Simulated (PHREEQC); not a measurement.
Make-up at 25 °C: 0.039 mol/kgw ZnCl2 and 5.5e-05 mol/kgw HBr. Closed to the air; pH follows from the charge balance.

Model: ion-association model, phreeqc.dat, run in PHREEQC.

Each row changes one thing in this solution. No solid was allowed to form.

```csv
case,pH,ionic strength (mol/kgw)
as made,4.34,0.111
HBr from 5.5e-05 to 0.00011 mol/kgw,(withheld),0.111
HBr from 5.5e-05 to 0.00055 mol/kgw,(withheld),(withheld)
ZnCl2 replaced by ZnSO4 at the same molality,(withheld),(withheld)
ZnCl2 left out,4.26,5.50e-5
```

Task: Fill in the missing entries.

Result: 
- HBr from 5.5e-05 to 0.00011 mol/kgw, pH: 4.04
- HBr from 5.5e-05 to 0.00055 mol/kgw, pH: 3.35
- HBr from 5.5e-05 to 0.00055 mol/kgw, ionic strength (mol/kgw): 0.112
- ZnCl2 replaced by ZnSO4 at the same molality, pH: 4.58
- ZnCl2 replaced by ZnSO4 at the same molality, ionic strength (mol/kgw): 0.0871
